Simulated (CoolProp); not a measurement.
Vapour pressure (MPa) of R113: the reference equation beside estimates from Tc = 214.1 °C, pc = 3.392 MPa, ω = 0.253.

Computed with CoolProp (reference Helmholtz-energy equation of state, Marx 1992).

```csv
T (°C),reference,Lee-Kesler,van der Waals,Redlich-Kwong,Soave-Redlich-Kwong,Peng-Robinson
68.25,0.1916,0.1916,0.6836,0.2992,0.1915,0.1908
81.25,0.2739,0.2745,0.8248,0.4068,0.2744,0.2724
94.25,0.3806,0.3819,0.9837,0.5395,…,…
107.25,…,0.5179,1.161,0.6999,0.5195,0.5134
120.25,0.6843,0.6868,1.357,0.8908,0.6906,0.6818
133.25,0.8905,0.8931,…,1.115,0.9005,0.8887
146.25,…,1.142,1.810,1.374,1.154,1.139
159.25,1.437,…,2.067,1.672,1.457,1.440
172.25,1.788,1.789,2.346,2.009,1.813,1.795
185.25,2.201,2.203,2.646,…,2.229,2.212
198.25,2.685,…,2.969,2.813,2.711,2.698
```

Task: What belongs in the gaps?

Result: 
- 94.25, Soave-Redlich-Kwong: 0.3823
- 94.25, Peng-Robinson: 0.3785
- 107.25, reference: 0.5159
- 133.25, van der Waals: 1.573
- 146.25, reference: 1.140
- 159.25, Lee-Kesler: 1.438
- 185.25, Redlich-Kwong: 2.389
- 198.25, Lee-Kesler: 2.688

Absolute difference from the reference over all 11 rows, mean and median: Lee-Kesler 0.2 and 0.2 %, van der Waals 98.3 and 76.6 %, Redlich-Kwong 27.3 and 25.2 %, Soave-Redlich-Kwong 0.9 and 1.0 %, Peng-Robinson 0.4 and 0.4 %.
